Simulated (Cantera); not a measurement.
**Thermodynamics of boron, boron nitride and boron oxide, feed B2H6 + N2 + H2**

A closed system holds: 1 mol B2H6, 9 mol N2, 2.9 mol H2, at 2125 K.

Equilibrium computed with Cantera from the NASA thermochemical tables; the gas is ideal and each condensed phase is pure. Candidate condensed phases: B, BN; 15 gas species. The feed counts by its element totals alone. The tables' values for BH2 are old estimates; treat these amounts as uncertain. Kinetics and transport are ignored.

| P (Pa) | x N2 | x H2 | x H | x B | x BH2 | n B(s) | n BN(s) |
|---|---|---|---|---|---|---|---|
| 10 | 0.542 | 0.262 | 0.186 | 0.00943 | 0.000241 | 1.84 | 0 |
| 63 | 0.578 | 0.336 | 0.0839 | 0.00150 | 0.000309 | 1.97 | 0 |
| 400 | 0.565 | 0.398 | 0.0362 | 0.000129 | 0.000201 | 0 | 2.00 |
| 2500 | 0.571 | 0.414 | 0.0148 | 8.23e-6 | 8.30e-5 | 0 | 2.00 |
| 16000 | 0.574 | 0.420 | 0.00589 | 5.07e-7 | 3.32e-5 | 0 | 2.00 |
| 100000 | 0.575 | 0.423 | 0.00236 | 3.24e-8 | 1.34e-5 | 0 | 2.00 |
x: gas mole fraction; n: condensed amount in mol.

From 0.000100 bar to 0.000630 bar the condensed part is B(s). From 0.00400 bar to 1.00 bar the condensed part is BN(s).
